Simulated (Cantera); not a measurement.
Feed: 1 mol Si₃N₄, 0.032 mol H₂O, 5.1 mol N₂, equilibrated at 1273.15 K and 10.0 mbar.

Method: chemical equilibrium by Gibbs-energy minimisation in Cantera with the NASA 1993 tables (ideal gas, pure condensed phases). Candidate condensed phases: H₂O, Si, SiO₂, Si₂N₂O, Si₃N₄; 35 gas species. Mutual solubility and eutectic melting of coexisting phases are not modelled. Kinetics and transport are ignored.

Base state: N₂ 0.994, H₂ 0.00622 (mole fractions); condensed: Si₂N₂O(s) + Si₃N₄(s).

Problem. What changes in the equilibrium state with this change: temperature from 1273.15 K to 1825 K?

Solution. 
```json
[
 {"species": "N₂", "before": "0.994", "after": "0.990"},
 {"species": "SiO", "before": "3.69e-9", "after": "0.00446"},
 {"species": "H₂", "before": "0.00622", "after": "0.00432"},
 {"species": "Si", "before": "<1e-9", "after": "0.000455"},
 {"species": "Si₂N", "before": "<1e-9", "after": "2.92e-5"},
 {"species": "SiN", "before": "<1e-9", "after": "1.86e-5"},
 {"species": "H", "before": "5.64e-7", "after": "0.000289"},
 {"species": "Si₂N₂O(s), mol", "before": "0.0320", "after": "0"},
 {"species": "Si₃N₄(s), mol", "before": "0.979", "after": "0"},
 {"species": "Si(l), mol", "before": "0", "after": "2.96"}
]
```
The tables' values for SiN are old estimates; treat these amounts as uncertain.
